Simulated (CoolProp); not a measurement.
Values from CoolProp's reference Helmholtz-energy equation of state, Jacobsen 1992.

Problem. Give the vapour pressure (MPa), liquid density (kg/m³), vapour density (kg/m³), enthalpy of vaporisation (kJ/kg) of saturated R11 at 374.2 K.

Solution. 
```
T (K)  p (MPa)  liquid density (kg/m³)  vapour density (kg/m³)  enthalpy of vaporisation (kJ/kg)
-----  -------  ----------------------  ----------------------  --------------------------------
374.2    0.843                    1270                    44.2                               146
```
